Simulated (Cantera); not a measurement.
Charge: 1 mol Fe(CO)₅, 6.3 mol CO, 0.11 mol N₂, equilibrated at 1330 Pa.

These are equilibrium values from Cantera (NASA tables, ideal gas, pure condensed phases), not measurements of a reactor. Candidate condensed phases: C, Fe, Fe(CO)₅, FeO, Fe₂O₃, Fe₃O₄; 27 gas species. Condensed phases not in the tables: cementite and carbon dissolved in iron. Rates play no part.

x: gas mole fraction; n: condensed amount in mol.

```
T (K)   x CO     x CO₂     x N₂      x Fe  n C(graphite)  n Fe(α)  n Fe(γ)
-----  -----  --------  -------  --------  -------------  -------  -------
875    0.879     0.111   0.0107    <1e-12           1.14     1.00        0
925    0.954    0.0364  0.00999    <1e-12          0.401     1.00        0
975    0.978    0.0122  0.00976    <1e-12          0.138     1.00        0
1025   0.986       ___  0.00968       ___            ___     1.00        0
1075   0.989   0.00177  0.00966  3.38e-11         0.0202     1.00        0
1125   0.990       ___  0.00965       ___            ___     1.00        0
1175   0.990  0.000354  0.00964   1.58e-9        0.00404     1.00        0
1225   0.990  0.000175  0.00964   8.46e-9        0.00200        0     1.00
1275   0.990   9.17e-5  0.00964   3.96e-8              0        0     1.00
1325   0.990   5.05e-5  0.00964   1.65e-7              0        0    1.000
1375   0.990   2.91e-5  0.00964   6.16e-7              0        0    1.000
1425   0.990   1.75e-5  0.00964   2.10e-6              0        0    1.000
1475   0.990   1.09e-5  0.00964   6.55e-6              0        0    1.000
```

Q: What belongs in the gaps?

A: 
- 1125, x CO₂: 0.000763
- 1125, x Fe: 2.52e-10
- 1125, n C(graphite): 0.00870
- 1025, x CO₂: 0.00446
- 1025, x Fe: 3.69e-12
- 1025, n C(graphite): 0.0506
